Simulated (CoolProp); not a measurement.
The numbers come from the reference Helmholtz-energy equation of state, Fiedler 2023 in CoolProp.

Q: Give the vapour pressure (kPa), liquid density (kg/m³), vapour density (kg/m³), enthalpy of vaporisation (kJ/kg) of saturated tetrahydrofuran at 385.3 K.

A: 
| T (K) | p (kPa) | liquid density (kg/m³) | vapour density (kg/m³) | enthalpy of vaporisation (kJ/kg) |
|---|---|---|---|---|
| 385.3 | 369 | 780 | 8.97 | 379 |
